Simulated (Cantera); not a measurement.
Input: 1 mol Si(CH3)4, 0.0052 mol C2H2, 400 mol H2, at 0.133 bar.

Equilibrium computed with Cantera from the NASA thermochemical tables; the gas is ideal and each condensed phase is pure. Candidate condensed phases: C, C6H6, C7H8, C8H18, Si, SiC; 87 gas species. Gases not in the tables: Si2H6 and higher silanes. Equilibrium is a limit: real reactors are often held back by kinetics, nucleation or transport.

Question: At 1950 °C, list the 4 most abundant gas species with their mole fractions, and the condensed phases.

Answer: H2 0.979, H 0.0174, C2H2 (acetylene) 0.00284, Si 0.000397. Condensed: C(graphite) + SiC(s).
